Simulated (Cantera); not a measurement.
A Cantera script and its output.

```python
import numpy as np
import cantera as ct

gas = ct.Solution("gri30.yaml")
gas.TPX = 750, 710000, {'C2H6': 1, 'O2': 2.33, 'N2': 20.3, 'H2O': 1.2, 'CO2': 0.35}
inlet = ct.Reservoir(gas, clone=True)
gas.equilibrate("HP")  # start burning
reactor = ct.IdealGasConstPressureReactor(gas, energy="on", clone=False)
exhaust = ct.Reservoir(gas, clone=True)
tau = [0.38, 0.12, 0.036, 0.011, 0.0034, 0.001, 0.00032, 9.8e-05, 3e-05, 9.3e-06][0]
for a, b in ((inlet, reactor), (reactor, exhaust)):
    ct.MassFlowController(a, b, mdot=lambda t: reactor.mass / tau)
net = ct.ReactorNet([reactor])
show = ['C2H6', 'O2', 'H2O', 'C2H2', 'HO2']

rows = []
print(f"{'tau/s':>10s}{'T/K':>9s}" + "".join(f"{s:>11s}" for s in show))
for tau in [0.38, 0.12, 0.036, 0.011, 0.0034, 0.001, 0.00032, 9.8e-05, 3e-05, 9.3e-06]:
    net.initial_time = 0.0
    net.advance(30 * tau)
    before = gas.X
    net.advance(40 * tau)
    drift = np.max(np.abs(gas.X - before) / (gas.X + 1e-9))
    rows.append([gas.T, *gas[show].X, drift])
    print(f"{tau:10.3e}{gas.T:9.1f}" + "".join(f"{x:11.3e}" for x in gas[show].X))
```

Result:

```
     tau/s      T/K       C2H6         O2        H2O       C2H2        HO2
 3.800e-01   1623.3  1.359e-05  4.173e-04  1.215e-01  2.698e-03  1.347e-07
 1.200e-01   1617.5  3.093e-05  8.617e-04  1.224e-01  3.195e-03  3.930e-07
 3.600e-02   1604.2  6.604e-05  1.600e-03  1.228e-01  3.451e-03  1.180e-06
 1.100e-02   1584.7  1.351e-04  2.848e-03  1.228e-01  3.321e-03  3.338e-06
 3.400e-03   1550.9  3.041e-04  5.443e-03  1.218e-01  2.668e-03  9.358e-06
 1.000e-03   1430.9  1.323e-03  1.600e-02  1.147e-01  1.023e-03  4.421e-05
 3.200e-04    750.0  3.971e-02  9.253e-02  4.766e-02  5.694e-18  6.013e-15
 9.800e-05    750.0  3.971e-02  9.253e-02  4.766e-02 -1.713e-21  8.524e-16
 3.000e-05    750.0  3.971e-02  9.253e-02  4.766e-02 -3.363e-25  1.049e-16
 9.300e-06    750.0  3.971e-02  9.253e-02  4.766e-02 -5.870e-28  1.438e-17
```

Computed with Cantera and GRI-Mech 3.0 (53 species, 325 reactions).
